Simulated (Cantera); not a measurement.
A perfectly stirred reactor is fed with 4.65 % CH4, 15.8 % O2, 79.5 % N2, at 750 Torr; it is adiabatic with a 625 K inlet, and is followed from long to short residence time, starting on the burning branch (τ in s: 0.032, 0.016, 0.0076, 0.0037, 0.0018, 0.00089, 0.00044, 0.00021, 0.0001, 5.1e-05, 2.5e-05).

Model: GRI-Mech 3.0 (53 species, 325 reactions), integrated in Cantera.

x: mole fraction; the columns are a selection and need not sum to one.

| τ (s) | T (K) | x CH4 | x O2 | x CH3 | x HCN | x CH2CO |
|---|---|---|---|---|---|---|
| 0.032 | 1666 | 2.74e-5 | 0.0652 | 4.62e-6 | 5.29e-9 | 4.30e-9 |
| 0.016 | 1660 | 4.25e-5 | 0.0653 | 6.73e-6 | 7.33e-9 | 7.61e-9 |
| 0.0076 | 1649 | 6.86e-5 | 0.0656 | 1.00e-5 | 1.12e-8 | 1.39e-8 |
| 0.0037 | 1634 | ___ | 0.0661 | ___ | ___ | ___ |
| 0.0018 | 1612 | 0.000187 | 0.0669 | 2.27e-5 | 2.88e-8 | 4.89e-8 |
| 0.00089 | 1578 | 0.000332 | 0.0685 | 3.62e-5 | 4.64e-8 | 1.06e-7 |
| 0.00044 | 1526 | 0.000696 | 0.0718 | 6.59e-5 | 7.49e-8 | 3.12e-7 |
| 0.00021 | 625 | 0.0465 | 0.158 | <1e-12 | <1e-12 | <1e-12 |
| 0.00010 | 625 | 0.0465 | 0.158 | <1e-12 | <1e-12 | <1e-12 |
| 5.1e-5 | 625 | 0.0465 | 0.158 | <1e-12 | <1e-12 | <1e-12 |
| 2.5e-5 | 625 | 0.0465 | 0.158 | <1e-12 | <1e-12 | <1e-12 |

**Question.** Complete the blanks.

**Answer.** 
- 0.0037, x CH4: 0.000111
- 0.0037, x CH3: 1.49e-5
- 0.0037, x HCN: 1.77e-8
- 0.0037, x CH2CO: 2.53e-8
